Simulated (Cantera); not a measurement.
Mixture: H2 : O2 : N2 = 1 : 0.455 : 1.71 (molar parts), at 37.0 bar, adiabatic and at constant pressure. Ignition delay is the time to a rise of 400 K.

Computed with Cantera and GRI-Mech 3.0 (53 species, 325 reactions). The hydrogen kinetics of GRI-Mech 3.0 are dated; newer H2 mechanisms differ, most at raised pressure. The pressure lies above the range GRI-Mech 3.0 was tuned for (to about 10 atm).

Task: At T0 = 1350 K, what is the delay, and which 7 reactions control it most (d ln τ / d ln k, from doubling and halving each rate constant)?

Result: The delay is 9.17 µs.
```json
[
 {"reaction": "H + O2 <=> O + OH", "d ln τ / d ln k": "-1.80", "faster rate": "shortens it"},
 {"reaction": "H + O2 + N2 <=> HO2 + N2", "d ln τ / d ln k": "0.58", "faster rate": "lengthens it"},
 {"reaction": "H + O2 + M <=> HO2 + M", "d ln τ / d ln k": "0.57", "faster rate": "lengthens it"},
 {"reaction": "H + H2O2 <=> H2 + HO2", "d ln τ / d ln k": "-0.41", "faster rate": "shortens it"},
 {"reaction": "2 OH (+M) <=> H2O2 (+M)", "d ln τ / d ln k": "-0.32", "faster rate": "shortens it"},
 {"reaction": "H + HO2 <=> 2 OH", "d ln τ / d ln k": "-0.20", "faster rate": "shortens it"},
 {"reaction": "H + O2 + O2 <=> HO2 + O2", "d ln τ / d ln k": "0.13", "faster rate": "lengthens it"}
]
```
